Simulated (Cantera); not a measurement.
A freely propagating, adiabatic, planar premixed flame of 47.9 % H2, 9.97 % O2, 37.5 % N2, 4.60 % H2O, unburnt at 450 K and 825 Torr; mixture-averaged transport, grid criteria slope 0.08 and curve 0.16, no radiation.

Cantera simulation using the H2/O2 subset of GRI-Mech 3.0, which has no nitrogen chemistry; the numbers are that mechanism's predictions, not measurements. Burning velocities carry a grid error of a few per cent, more on coarse grids.

Task: Predict: laminar burning velocity; thermal thickness; peak x(HO2); peak x(O); peak x(OH).

Result: 
```json
{
  "laminar_burning_velocity": "476 cm/s",
  "thermal_thickness": "0.344 mm",
  "peak x(HO2)": "0.000430",
  "peak x(O)": "0.00181",
  "peak x(OH)": "0.00204"
}
```
